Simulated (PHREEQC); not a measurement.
Solution (20 °C): 7.2 mmol/kgw HNO3, 39 mmol/kgw K2SO4 and 3.7 mmol/kgw H3BO3. Closed to the air; pH follows from the charge balance.

The numbers come from PHREEQC with the ion-association model, phreeqc.dat.

```tsv
quantity	before	after
pH	2.53	6.00
ionic strength (mol/kgw)	0.107	0.106
K+ (mol/kgw)	0.0729	0.0724
SO4-2 (mol/kgw)	0.0303	0.0334
KSO4- (mol/kgw)	0.00506	0.00556
HSO4- (mol/kgw)	0.00365	1.37e-6
```

Q: What was changed between the two runs?
(A) K2SO4 from 0.039 to 0.078 mol/kgw
(B) H3BO3 from 0.0037 to 0.00185 mol/kgw
(C) HNO3 from 0.0072 to 0.0108 mol/kgw
(D) HNO3 left out
(E) H3BO3 from 0.0037 to 0.00037 mol/kgw

A: D, HNO3 left out

Precipitation was switched off in this run.
